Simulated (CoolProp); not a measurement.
1,2-dichloroethane at 293.15 K and 7.3 MPa is throttled through a valve to 0.662 MPa with no heat exchange. Each further row changes one setting.

Computed with CoolProp (reference Helmholtz-energy equation of state, Thol 2015).

```
case                       temperature change (K)
-------------------------  ----------------------
as stated                                     ___
outlet pressure 0.199 MPa                     ___
outlet pressure 0.861 MPa                     ___
```

### Question
Fill in the missing entries.

### Answer

- as stated, temperature change (K): +2.7
- outlet pressure 0.199 MPa, temperature change (K): +2.9
- outlet pressure 0.861 MPa, temperature change (K): +2.6
